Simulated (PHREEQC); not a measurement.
## Acid mine or pickling water: speciation

A made-up water analysis in mg/L, 20 °C, pH 3.76, pe 8.2: Na 82.9; K 2.51e-06; Ca 173; Mg 67.3; Cl 91.1; S(6) as SO4 721; Si as SiO2 4.6; Cu(2) 3.96; Mn(2) 0.872; N(5) as NO3 0.154.

Valence states are taken as typed.

The numbers come from PHREEQC with the ion-association model, wateq4f.dat.

The ionic strength is 0.0251 mol/kgw and the total alkalinity is -0.253 meq/kg. The charge-balance error comes out as 2.1 %.

| species | molality | activity | log γ |
|---|---|---|---|
| SO4-2 | 0.00558 | 0.00310 | -0.255 |
| Na+ | 0.00356 | 0.00307 | -0.064 |
| Ca+2 | 0.00325 | 0.00183 | -0.250 |
| Cl- | 0.00257 | 0.00220 | -0.067 |
| Mg+2 | 0.00204 | 0.00116 | -0.244 |
| CaSO4 | 0.00107 | 0.00108 | 0.003 |
| MgSO4 | 0.000735 | 0.000740 | 0.003 |
| H+ | 0.000197 | 0.000174 | -0.055 |
| H4SiO4 | 7.67e-5 | 7.71e-5 | 0.003 |
| HSO4- | 5.47e-5 | 4.71e-5 | -0.065 |
| NaSO4- | 5.33e-5 | 4.61e-5 | -0.063 |

This is a speciation only: nothing precipitates in the calculation.
